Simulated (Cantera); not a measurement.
A perfectly stirred reactor is fed with 7.32 % H2, 92.7 % O2, at 2.40 Torr; it is held at 1050 K, and followed from long to short residence time.

Cantera simulation using the H2/O2 subset of GRI-Mech 3.0, which has no nitrogen chemistry; the numbers are that mechanism's predictions, not measurements. Radical loss at walls, strong at low pressure, is not modelled. The temperature is held fixed by assumption; the heat of reaction is taken as removed at once.

One state of this run: x H2 = 0.0251; x O2 = 0.898; x H2O2 = 8.17e-8; x H = 0.0179; x H2O = 0.0369; x OH = 0.00458. x: mole fraction; the columns are a selection and need not sum to one.

**Question.** Which value of τ (s) does it belong to?
A) 0.40
B) 0.0049
C) 0.0081
D) 0.013

**Answer.** B, 0.0049
